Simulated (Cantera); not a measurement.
Cantera run, input and output.

```python
import numpy as np
import cantera as ct

surf = ct.Interface("diamond.yaml", "diamond_100")
gas, bulk = surf.adjacent["gas"], surf.adjacent["diamond"]
k = surf.kinetics_species_index(bulk.species_names[0])
cover = ["c6HH", "c6H*", "c6*H", "c6**", "c6HM", "c6B"]

rows, drift = [], 0.0
print(f"{'P':>10s}{'um/h':>11s}" + "".join(f"{s:>11s}" for s in cover))
for v in [710, 1100, 1600, 2300, 3400, 5100, 7500, 11000]:
    T, P, xH, xCH3 = 1025, v, 0.0098, 1.9e-05
    gas.TPX = T, P, {"H": xH, "CH3": xCH3, "CH4": 0.012, "H2": 1 - xH - xCH3 - 0.012}
    surf.TP = bulk.TP = T, P
    surf.coverages = "c6H*:0.1, c6HH:0.9"
    surf.advance_coverages(100.0)
    before = surf.coverages
    surf.advance_coverages(100.0)
    drift = max(drift, np.max(np.abs(surf.coverages - before) / (surf.coverages + 1e-9)))
    rate = surf.net_production_rates[k] * bulk.mean_molecular_weight / bulk.density * 3.6e9
    rows.append([rate, *surf[cover].coverages])
    print(f"{v:10.4g}{rate:11.4e}" + "".join(f"{x:11.3e}" for x in rows[-1][1:]))
```

Output:

```
         P       um/h       c6HH       c6H*       c6*H       c6**       c6HM        c6B
       710 6.4330e-02  5.739e-01  2.057e-02  3.929e-01  1.157e-02  7.639e-04  1.746e-10
      1100 1.0702e-01  5.738e-01  2.057e-02  3.929e-01  1.157e-02  8.222e-04  2.904e-10
      1600 1.6252e-01  5.738e-01  2.058e-02  3.928e-01  1.157e-02  8.595e-04  4.410e-10
      2300 2.4074e-01  5.738e-01  2.060e-02  3.928e-01  1.157e-02  8.865e-04  6.532e-10
      3400 3.6411e-01  5.738e-01  2.062e-02  3.928e-01  1.158e-02  9.076e-04  9.880e-10
      5100 5.5520e-01  5.738e-01  2.065e-02  3.927e-01  1.158e-02  9.230e-04  1.507e-09
      7500 8.2535e-01  5.737e-01  2.070e-02  3.927e-01  1.159e-02  9.332e-04  2.240e-09
   1.1e+04 1.2198e+00  5.737e-01  2.078e-02  3.926e-01  1.160e-02  9.405e-04  3.310e-09
```

Detailed kinetics in Cantera: the Harris–Goodwin 1993 mechanism for the reconstructed diamond (100) surface.
